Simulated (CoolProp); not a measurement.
Properties of dimethyl carbonate along the isobar 0.101 MPa.

Model: reference Helmholtz-energy equation of state, Zhou 2011, in CoolProp.

| T (K) | phase | cv (kJ/(kg K)) | speed of sound (m/s) | Joule-Thomson coefficient (K/MPa) | expansivity (1/kK) |
|---|---|---|---|---|---|
| 416.5 | gas | 1.394 | 199.3 | 15.34 | 2.548 |
| 428.8 | gas | 1.423 | 202.3 | 13.98 | 2.461 |
| 441 | gas | 1.452 | 205.3 | 12.80 | 2.381 |
| 453.3 | gas | 1.481 | 208.3 | 11.76 | 2.306 |
| 465.5 | gas | 1.508 | 211.2 | 10.85 | 2.237 |
| 477.8 | gas | 1.536 | 214.0 | 10.05 | 2.172 |
| 490 | gas | 1.562 | 216.8 | 9.337 | 2.112 |
| 502.3 | gas | 1.588 | 219.5 | 8.702 | 2.055 |
| 514.6 | gas | 1.613 | 222.3 | 8.135 | 2.001 |
| 526.8 | gas | 1.637 | 224.9 | 7.631 | 1.951 |
| 539.1 | gas | 1.661 | 227.6 | 7.175 | 1.903 |
| 551.3 | gas | 1.684 | 230.2 | 6.766 | 1.858 |
